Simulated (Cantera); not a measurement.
A Cantera script and what it prints.

```python
import numpy as np
import cantera as ct

gas_names = [...]  # 139 gases of nasa_gas.yaml made of C, Cu, H, N, O
cond_names = """
    C(gr) C6H6(L) C7H8(L) C8H18(L),n-octa Cu(cr) Cu(L) CuO(s) CuO2H2(s) Cu2O(s) Cu2O(L) H2O(s) H2O(L)
""".split()


# ... load() reads the species with a 1 bar reference pressure and builds the phases ...
atoms = {
    'Cu2O': {'Cu': 2, 'O': 1},
    'CH4': {'C': 1, 'H': 4},
    'N2': {'N': 2},
}
top_T = {'C(gr)': 4500, 'CuO(s)': 1390}  # K; cautious upper limits of use, not melting points


# ... equilibrate(T, P, feed) seeds the gas with the atoms and calls Mixture.equilibrate('TP', solver="vcs", rtol=1e-11, max_steps=5000) ...
results = []
feed = {'Cu2O': 1, 'CH4': 0.73, 'N2': 1.5}  # mol
for P in [10, 52, 270, 1400, 7200, 37000, 190000, 1000000]:
    for T in [1673, 1773, 1873, 1973, 2073, 2173, 2273, 2373, 2473, 2573]:
        mix = equilibrate(T, P, feed)
        results.append((T, P, feed, dict(zip(mix.species_names, mix.species_moles))))

for T, P, feed, n in results:
    print(f"{T:7g} {P:10.4g}  " + (" + ".join(c for c in cond_names if n.get(c, 0) > 1e-12) or "gas only"))
```

Result:

```
   1673         10  gas only
   1773         10  gas only
   1873         10  gas only
   1973         10  gas only
   2073         10  gas only
   2173         10  gas only
   2273         10  gas only
   2373         10  gas only
   2473         10  gas only
   2573         10  gas only
   1673         52  Cu(L)
   1773         52  gas only
   1873         52  gas only
   1973         52  gas only
   2073         52  gas only
   2173         52  gas only
   2273         52  gas only
   2373         52  gas only
   2473         52  gas only
   2573         52  gas only
   1673        270  Cu(L)
   1773        270  Cu(L)
   1873        270  gas only
   1973        270  gas only
   2073        270  gas only
   2173        270  gas only
   2273        270  gas only
   2373        270  gas only
   2473        270  gas only
   2573        270  gas only
   1673       1400  Cu(L)
   1773       1400  Cu(L)
   1873       1400  Cu(L)
   1973       1400  Cu(L)
   2073       1400  gas only
   2173       1400  gas only
   2273       1400  gas only
   2373       1400  gas only
   2473       1400  gas only
   2573       1400  gas only
   1673       7200  Cu(L)
   1773       7200  Cu(L)
   1873       7200  Cu(L)
   1973       7200  Cu(L)
   2073       7200  Cu(L)
   2173       7200  Cu(L)
   2273       7200  gas only
   2373       7200  gas only
   2473       7200  gas only
   2573       7200  gas only
   1673    3.7e+04  Cu(L)
   1773    3.7e+04  Cu(L)
   1873    3.7e+04  Cu(L)
   1973    3.7e+04  Cu(L)
   2073    3.7e+04  Cu(L)
   2173    3.7e+04  Cu(L)
   2273    3.7e+04  Cu(L)
   2373    3.7e+04  Cu(L)
   2473    3.7e+04  gas only
   2573    3.7e+04  gas only
   1673    1.9e+05  Cu(L)
   1773    1.9e+05  Cu(L)
   1873    1.9e+05  Cu(L)
   1973    1.9e+05  Cu(L)
   2073    1.9e+05  Cu(L)
   2173    1.9e+05  Cu(L)
   2273    1.9e+05  Cu(L)
   2373    1.9e+05  Cu(L)
   2473    1.9e+05  Cu(L)
   2573    1.9e+05  Cu(L)
   1673      1e+06  Cu(L)
   1773      1e+06  Cu(L)
   1873      1e+06  Cu(L)
   1973      1e+06  Cu(L)
   2073      1e+06  Cu(L)
   2173      1e+06  Cu(L)
   2273      1e+06  Cu(L)
   2373      1e+06  Cu(L)
   2473      1e+06  Cu(L)
   2573      1e+06  Cu(L)
```

These are equilibrium values from Cantera (NASA tables, ideal gas, pure condensed phases), not measurements of a reactor.
